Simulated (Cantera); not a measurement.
Input: 1 mol PbO, 0.76 mol CO, equilibrated at 1375 K and 0.495 Torr.

Cantera equilibrium calculation (NASA polynomials, part measured and part estimated; ideal gas, pure solids and liquids). Candidate condensed phases: C, Pb, PbO, PbO2, Pb3O4; 15 gas species. Kinetics and transport are ignored.

Problem. What is the equilibrium state?

Solution. 
- x(Pb): 0.432
- x(CO2): 0.431
- x(PbO): 0.136
- x(O2): 0.000578
- x(CO): 0.000442
- x(Pb2): 3.29e-6
- gas amount: 1.761 mol
- log10 activity of Pb(l) (absent): -1.36
- log10 activity of C(graphite) (absent): -12.18
